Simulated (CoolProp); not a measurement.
R123 along the isobar 1.24 MPa: fugacity coefficient from the reference equation and from simpler models built on Tc = 183.7 °C, pc = 3.662 MPa, ω = 0.282; each cubic takes its own stable root.

The numbers come from the reference Helmholtz-energy equation of state, Younglove 1994 in CoolProp. It is a modified Benedict-Webb-Rubin equation, recast in Helmholtz form.

```tsv
T (°C)	phase	reference
132.15	gas	0.8247
140.05	gas	0.8364
147.95	gas	0.8470
155.85	gas	0.8568
163.75	gas	0.8657
171.65	gas	0.8740
179.55	gas	0.8816
187.35	gas	0.8886
195.25	gas	0.8952
203.15	gas	0.9013
211.05	gas	0.9069
218.95	gas	0.9122
226.85	gas	0.9172
```

### Question
How far does each simpler model (van der Waals, Redlich-Kwong, Soave-Redlich-Kwong, Peng-Robinson) lie from the reference over these 13 states: mean and median of the absolute difference, and the worst?

### Answer
- van der Waals: mean 2.2 %, median 1.8 %, worst +5.1 % at 132.15 °C and 1.24 MPa
- Redlich-Kwong: mean 0.6 %, median 0.4 %, worst +1.9 % at 132.15 °C and 1.24 MPa
- Soave-Redlich-Kwong: mean 0.3 %, median 0.2 %, worst +0.8 % at 132.15 °C and 1.24 MPa
- Peng-Robinson: mean 1.0 %, median 1.1 %, worst -1.1 % at 203.15 °C and 1.24 MPa
